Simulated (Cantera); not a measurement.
Input: 1 mol SiH4, a varied amount of N2, equilibrated at 1648.15 K and 43.0 mbar.

Equilibrium computed with Cantera from the NASA thermochemical tables; the gas is ideal and each condensed phase is pure. Candidate condensed phases: Si, Si3N4; 18 gas species. Mutual solubility and eutectic melting of coexisting phases are not modelled. Equilibrium is a limit: real reactors are often held back by kinetics, nucleation or transport.

x: gas mole fraction; n: condensed amount in mol.

```csv
n(N2) (mol),x H2,x N2,x H,x SiH2,n Si(s),n Si3N4(s)
0.6,0.984,0.0156,0.000427,8.35e-6,0.147,0.284
0.95,0.876,0.124,0.000402,1.86e-6,0,0.333
1.3,0.759,0.240,0.000375,1.04e-6,0,0.333
1.6,0.682,0.318,0.000355,7.74e-7,0,0.333
2,(withheld),(withheld),0.000333,(withheld),0,0.333
2.3,(withheld),(withheld),0.000319,(withheld),0,0.333
2.7,0.496,0.504,0.000303,4.14e-7,0,0.333
3,0.461,0.538,0.000292,3.69e-7,0,0.333
3.4,0.422,0.577,0.000280,3.22e-7,0,0.333
```

Q: Some entries are withheld; supply them.

A: 
- 2, x H2: 0.600
- 2, x N2: 0.400
- 2, x SiH2: 5.85e-7
- 2.3, x H2: 0.550
- 2.3, x N2: 0.449
- 2.3, x SiH2: 4.96e-7
